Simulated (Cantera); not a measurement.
Charge: 1 mol (CH3)2SiCl2, 0.2 mol HCl, 1.5 mol H2, 0.052 mol C2H2, equilibrated at 0.100 bar.

These are equilibrium values from Cantera (NASA tables, ideal gas, pure condensed phases), not measurements of a reactor. Candidate condensed phases: C, C6H6, C7H8, C8H18, Si, SiC; 109 gas species. The feed counts by its element totals alone. Gases not in the tables: Si2H6 and higher silanes. Rates play no part.

### Question
Which condensed phases are stable at each of these points (T (K)): 1073, 1273, 1473, 1673, 1873, 2073, 2273, 2473, 2673?

### Answer
| T (K) | condensed phases | Si condensed (%) |
|---|---|---|
| 1073 | C(graphite) + SiC(s) | 68.4 |
| 1273 | C(graphite) + SiC(s) | 87.8 |
| 1473 | C(graphite) + SiC(s) | 94.9 |
| 1673 | C(graphite) + SiC(s) | 93.4 |
| 1873 | C(graphite) + SiC(s) | 89.5 |
| 2073 | C(graphite) + SiC(s) | 84.5 |
| 2273 | C(graphite) + SiC(s) | 78.6 |
| 2473 | C(graphite) + SiC(s) | 65.2 |
| 2673 | C(graphite) | 0.0 |

From 1073 K to 2473 K the condensed part is C(graphite) + SiC(s). At 2673 K the condensed part is C(graphite).
